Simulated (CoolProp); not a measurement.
Vapour-liquid equilibrium of propane (1) + n-butane (2) at 199.1 K; x and y are mole fractions of (1).

Model: multi-fluid Helmholtz-energy mixture model, Lemmon 2009 and Bücker 2006; pair parameters Kunz 2012, in CoolProp.

```
x      bubble pressure (kPa)  y at the bubble point  dew pressure at overall composition x (kPa)  liquid density (mol/L)
-----  ---------------------  ---------------------  -------------------------------------------  ----------------------
0.05                   2.651                  0.352                                        1.893                   11.71
0.125                  3.930                  0.597                                        2.038                   11.87
0.2                    5.223                  0.723                                        2.206                       ?
0.275                  6.524                  0.799                                        2.406                   12.19
0.35                   7.828                  0.849                                        2.645                   12.35
0.425                  9.135                  0.886                                        2.936                   12.52
0.5                        ?                  0.913                                        3.300                   12.70
0.575                  11.74                  0.934                                        3.767                   12.87
0.65                   13.04                  0.951                                        4.389                   13.06
0.725                  14.34                  0.965                                        5.256                   13.25
0.8                        ?                  0.977                                            ?                   13.44
0.875                      ?                  0.986                                        8.702                   13.64
0.95                       ?                  0.995                                        12.95                   13.84
```

Q: Complete the blanks.

A: 
- 0.2, liquid density (mol/L): 12.03
- 0.5, bubble pressure (kPa): 10.44
- 0.8, bubble pressure (kPa): 15.64
- 0.8, dew pressure at overall composition x (kPa): 6.553
- 0.875, bubble pressure (kPa): 16.93
- 0.95, bubble pressure (kPa): 18.23

No azeotrope shows between x = 0.05 and 0.95.

Pair parameters are fitted to limited data, so mixtures are less certain than the pure fluids.
